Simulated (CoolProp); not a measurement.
A single-stage vapour-compression cycle with R236FA: evaporating at 243.15 K (dew point), condensing at 302.15 K (bubble point), superheat 5 K, subcooling 0 K, compressor efficiency 0.9, no pressure losses. Each further row changes one setting.

Model: reference Helmholtz-energy equation of state, Pan 2012, in CoolProp.

```
case                              cooling COP  pressure ratio  discharge temperature (K)  refrigerating effect (kJ/kg)  volumetric capacity (kJ/m³)
--------------------------------  -----------  --------------  -------------------------  ----------------------------  ---------------------------
as stated                                   …            11.9                      304.7                           106                          207
evaporating temperature 248.15 K         3.12            9.13                          …                             …                          274
condensing temperature 297.15 K          3.08            10.1                          …                           112                          219
subcooling 5 K                           2.87            11.9                      304.7                           112                          219
superheat 15 K                           2.78            11.9                          …                           114                          213
compressor efficiency 0.8                2.41            11.9                      310.2                           106                          207
```

What belongs in the gaps?


- as stated, cooling COP: 2.71
- evaporating temperature 248.15 K, discharge temperature (K): 304.2
- evaporating temperature 248.15 K, refrigerating effect (kJ/kg): 110
- condensing temperature 297.15 K, discharge temperature (K): 300.5
- superheat 15 K, discharge temperature (K): 315.1
